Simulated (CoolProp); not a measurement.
Properties of hydrogen chloride along the isobar 0.101 MPa.

Values from CoolProp's reference Helmholtz-energy equation of state, Thol 2018.

```json
[
 {"T (K)": "253.4", "phase": "gas", "density (kg/m³)": "1.766", "cp (kJ/(kg K))": "0.8204", "Joule-Thomson coefficient (K/MPa)": "24.02", "isothermal compressibility (1/MPa)": "10.00", "fugacity coefficient": "0.9899"},
 {"T (K)": "269.6", "phase": "gas", "density (kg/m³)": "1.657", "cp (kJ/(kg K))": "0.8154", "Joule-Thomson coefficient (K/MPa)": "20.35", "isothermal compressibility (1/MPa)": "9.984", "fugacity coefficient": "0.9918"},
 {"T (K)": "285.8", "phase": "gas", "density (kg/m³)": "1.560", "cp (kJ/(kg K))": "0.8117", "Joule-Thomson coefficient (K/MPa)": "17.50", "isothermal compressibility (1/MPa)": "9.969", "fugacity coefficient": "0.9932"},
 {"T (K)": "302", "phase": "gas", "density (kg/m³)": "1.475", "cp (kJ/(kg K))": "0.8090", "Joule-Thomson coefficient (K/MPa)": "15.26", "isothermal compressibility (1/MPa)": "9.958", "fugacity coefficient": "0.9943"},
 {"T (K)": "318.1", "phase": "gas", "density (kg/m³)": "1.399", "cp (kJ/(kg K))": "0.8070", "Joule-Thomson coefficient (K/MPa)": "13.50", "isothermal compressibility (1/MPa)": "9.949", "fugacity coefficient": "0.9952"},
 {"T (K)": "334.3", "phase": "gas", "density (kg/m³)": "1.330", "cp (kJ/(kg K))": "0.8055", "Joule-Thomson coefficient (K/MPa)": "12.07", "isothermal compressibility (1/MPa)": "9.942", "fugacity coefficient": "0.9958"},
 {"T (K)": "350.5", "phase": "gas", "density (kg/m³)": "1.268", "cp (kJ/(kg K))": "0.8045", "Joule-Thomson coefficient (K/MPa)": "10.90", "isothermal compressibility (1/MPa)": "9.937", "fugacity coefficient": "0.9964"},
 {"T (K)": "366.7", "phase": "gas", "density (kg/m³)": "1.212", "cp (kJ/(kg K))": "0.8038", "Joule-Thomson coefficient (K/MPa)": "9.928", "isothermal compressibility (1/MPa)": "9.932", "fugacity coefficient": "0.9969"}
]
```
